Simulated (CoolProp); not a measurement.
A simple Rankine cycle with p-xylene: condensing at 325.15 K, boiler at 0.129 MPa, turbine inlet 570.6 K, turbine efficiency 0.6, pump efficiency 0.8, no recuperator. Each further row changes one setting.

Computed with CoolProp (reference Helmholtz-energy equation of state, Zhou 2012).

```tsv
case	thermal efficiency (%)	net work (kJ/kg)	heat in (kJ/kg)	turbine exit temperature (K)	volume ratio over the turbine
as stated	___	82.3	807	529.3	25.5
turbine inlet 590.6 K	10.0	___	___	549.1	25.5
condensing temperature 317.15 K	11.1	91.3	822	524.8	___
boiler pressure 0.0903 MPa	9.2	74.1	808	533.9	17.9
turbine efficiency 0.5	___	68.5	807	___	25.8
```

Task: Some entries are withheld; supply them.

Result: 
- as stated, thermal efficiency (%): 10.2
- turbine inlet 590.6 K, net work (kJ/kg): 85.4
- turbine inlet 590.6 K, heat in (kJ/kg): 850
- condensing temperature 317.15 K, volume ratio over the turbine: 37.2
- turbine efficiency 0.5, thermal efficiency (%): 8.5
- turbine efficiency 0.5, turbine exit temperature (K): 536.2
